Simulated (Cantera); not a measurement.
A closed system holds: 1 mol CaO, 3.1 mol HF, at 1.33 mbar.

These are equilibrium values from Cantera (NASA tables, ideal gas, pure condensed phases), not measurements of a reactor. Candidate condensed phases: Ca, CaF₂, CaO, Ca(OH)₂, H₂O; 29 gas species. Equilibrium is a limit: real reactors are often held back by kinetics, nucleation or transport.

x: gas mole fraction; n: condensed amount in mol.

| T (K) | x HF | x H₂O | x CaF₂ | x H₂ | x O₂ | x OH | x H | n CaF₂(s) |
|---|---|---|---|---|---|---|---|---|
| 623 | 0.524 | 0.476 | <1e-12 | 8.89e-12 | 4.44e-12 | <1e-12 | <1e-12 | 1.00 |
| 698 | 0.524 | 0.476 | <1e-12 | 2.64e-10 | 1.32e-10 | ___ | <1e-12 | 1.00 |
| 773 | 0.524 | 0.476 | <1e-12 | 4.10e-9 | 2.04e-9 | ___ | <1e-12 | 1.00 |
| 848 | 0.524 | 0.476 | <1e-12 | 3.94e-8 | 1.95e-8 | ___ | <1e-12 | 1.00 |
| 923 | 0.524 | 0.476 | 1.33e-12 | 2.64e-7 | 1.30e-7 | ___ | 3.44e-12 | 1.00 |
| 998 | 0.524 | 0.476 | 8.58e-11 | 1.33e-6 | 6.52e-7 | ___ | 6.79e-11 | 1.00 |
| 1073 | 0.524 | 0.476 | 3.03e-9 | 5.37e-6 | 2.61e-6 | ___ | 8.89e-10 | 1.00 |
| 1148 | 0.524 | 0.476 | 6.59e-8 | 1.81e-5 | 8.73e-6 | ___ | 8.35e-9 | 1.00 |
| 1223 | 0.524 | 0.476 | 9.65e-7 | 5.28e-5 | 2.52e-5 | ___ | 5.98e-8 | 1.000 |
| 1298 | 0.524 | 0.476 | 1.02e-5 | 0.000136 | 6.43e-5 | ___ | 3.42e-7 | 1.000 |
| 1373 | 0.524 | 0.476 | 8.19e-5 | 0.000317 | 0.000148 | ___ | 1.62e-6 | 1.000 |
| 1448 | 0.523 | 0.475 | 0.000518 | 0.000678 | 0.000312 | ___ | 6.57e-6 | 0.999 |
| 1523 | 0.522 | 0.473 | 0.00265 | 0.00134 | 0.000612 | ___ | 2.32e-5 | 0.994 |

Problem. Complete the blanks.

Solution. 
- 698, x OH: 1.42e-12
- 773, x OH: 4.22e-11
- 848, x OH: 6.92e-10
- 923, x OH: 7.22e-9
- 998, x OH: 5.30e-8
- 1073, x OH: 2.95e-7
- 1148, x OH: 1.31e-6
- 1223, x OH: 4.86e-6
- 1298, x OH: 1.55e-5
- 1373, x OH: 4.35e-5
- 1448, x OH: 0.000110
- 1523, x OH: 0.000252
